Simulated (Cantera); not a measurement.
## Ignition delay

Mixture: H2 : O2 : N2 = 1 : 1.02 : 3.84 (molar parts), at 5.10 bar, adiabatic and at constant pressure. Ignition delay is the time to a rise of 400 K.

Cantera simulation using GRI-Mech 3.0 (53 species, 325 reactions); the numbers are that mechanism's predictions, not measurements. The hydrogen kinetics of GRI-Mech 3.0 are dated; newer H2 mechanisms differ, most at raised pressure. Below about 950 K walls govern HO2 and H2O2 in real vessels.

| T0 (K) | delay (ms) |
|---|---|
| 925 | 120 |
| 1000 | 14.9 |
| 1075 | 1.63 |
| 1150 | 0.0438 |
| 1225 | 0.0126 |
| 1300 | 0.00721 |
| 1375 | 0.00495 |

```json
{
  "apparent activation energy between 1225 and 1375 K": "87 kJ/mol"
}
```
